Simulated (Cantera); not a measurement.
An isothermal, constant-pressure homogeneous reactor starts with N2O : O2 = 1 : 2.5 (molar parts), at 1423 K and 100.0 Torr.

Model: GRI-Mech 3.0 (53 species, 325 reactions), integrated in Cantera. GRI-Mech 3.0 was tuned for natural gas; its chemistry of N2O as a main component is partial and can be far from experiment. The temperature is held fixed by assumption; the heat of reaction is taken as removed at once.

Predict: x(N2O) at 300 s; x(O2) at 300 s; x(O) at 300 s; x(NO) at 300 s; x(NO2) at 300 s; x(N2) at 300 s.


```
Property                                           Result
---------------  ----------------------------------------
x(N2O) at 300 s   6.41e-7 (gas-phase equilibrium 1.14e-8)
x(O2) at 300 s        0.726 (gas-phase equilibrium 0.750)
x(O) at 300 s     3.16e-6 (gas-phase equilibrium 3.21e-6)
x(NO) at 300 s    0.0479 (gas-phase equilibrium 0.000879)
x(NO2) at 300 s  0.000222 (gas-phase equilibrium 4.15e-6)
x(N2) at 300 s        0.226 (gas-phase equilibrium 0.250)
```
